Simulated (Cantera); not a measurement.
Gas mixture: N2 : N2O = 0.84 : 0.65 (molar parts), at 750 Torr, frozen composition.

Cantera's kinetic-theory transport with the Lennard-Jones parameters of GRI-Mech 3.0, ideal gas; thermal conductivity in the multicomponent form. The composition is frozen, though it would react at the higher temperatures.

One state of this run: ρ (kg/m³) = 0.366; cp (J/kg/K) = 1245; μ (µPa s) = 45.0; λ (mW/m/K) = 77.2; Pr = 0.726; D (cm²/s) CH3 = 2.09; D (cm²/s) CO2 = 1.47; D (cm²/s) C2H2 = 1.57. D: mixture-averaged diffusion coefficient of that species in the mixture.

Question: Which value of T (K) does it belong to?
A. 1150
B. 650
C. 400
D. 1650

Answer: A, 1150
